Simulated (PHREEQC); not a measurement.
Consider water at 91 °C with 0.02 mol/kgw TMAH, 9.8e-05 mol/kgw K2SiO3 and 0.0011 mol/kgw Na2CO3. Closed to the air; pH follows from the charge balance.

The numbers come from PHREEQC with the ion-association model, phreeqc.dat.

```json
[
 {"quantity": "pH", "before": "10.62", "after": "8.71"},
 {"quantity": "H3SiO4- (mol/kgw)", "before": "8.81e-5", "after": "2.60e-7"},
 {"quantity": "H2SiO4-2 (mol/kgw)", "before": "7.35e-6", "after": "1.76e-10"},
 {"quantity": "H4SiO4 (mol/kgw)", "before": "2.55e-6", "after": "7.19e-7"},
 {"quantity": "SI of Quartz (SiO2)", "before": "-2.41", "after": "-2.96"}
]
```

**Question.** Which change was made?
(A) Na2CO3 from 0.0011 to 0.0055 mol/kgw
(B) Na2CO3 left out
(C) temperature from 91 to 30 °C
(D) diluted 100-fold with water

**Answer.** D, diluted 100-fold with water

This is a speciation only: nothing precipitates in the calculation. (CH3)4N+ isn't in the database: it is added as a free cation with an ion size of 4 Å. Away from 25 °C the constants follow the database's enthalpies or fits; those with neither stay at their 25 °C values.
